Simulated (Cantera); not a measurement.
Feed: 1 mol Ti(OiPr)4, 2.6 mol CH4, 42 mol H2, equilibrated at 1350 K and 760 Pa.

Equilibrium computed with Cantera from the NASA thermochemical tables; the gas is ideal and each condensed phase is pure. Candidate condensed phases: C, C6H6, C7H8, C8H18, H2O, Ti, TiC, TiO, TiO2, Ti2O3, Ti3O5, Ti4O7; 113 gas species. The feed counts by its element totals alone. TiC: taken at fixed stoichiometry. The numbers say what is thermodynamically allowed, not how fast it happens.

Base state: H2 0.939, CO 0.0613, CH4 3.86e-5, H 2.65e-5 (mole fractions); condensed: C(graphite) + TiC(s).

**Question.** What changes in the equilibrium state with this change: temperature from 1350 K to 1773 K?

**Answer.** 
```
species            before     after
----------------  -------  --------
H2                  0.939     0.935
CO                 0.0613    0.0613
H                 2.65e-5   0.00316
C2H2 (acetylene)  1.16e-6  0.000131
CH4               3.86e-5   5.61e-6
C(graphite), mol     9.60      9.58
TiC(s), mol          1.00      1.00
```
